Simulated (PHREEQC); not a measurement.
Solution (45 °C): 0.036 mol KHCO3 and 0.13 mol Na2CO3 per kg of water. Closed to the air; pH follows from the charge balance.

The numbers come from PHREEQC with the ion-association model, phreeqc.dat.

No solid was allowed to form.

Task: Order these Na species by the share of Na that they hold, largest first: NaCO3-, Na+, NaHCO3.

Result: Na+ (65 %), NaCO3- (35 %), NaHCO3 (0.57 %)

Task: Order these C species by the share of C that they hold, largest first: NaCO3-, NaHCO3, CO3-2, HCO3-.

Result: NaCO3- (54 %), CO3-2 (24 %), HCO3- (21 %), NaHCO3 (0.90 %)

The pH is 9.84 and the ionic strength 0.245 mol/kgw. Complexes and solids missing from the database can't appear. Away from 25 °C the constants follow the database's enthalpies or fits; those with neither stay at their 25 °C values.
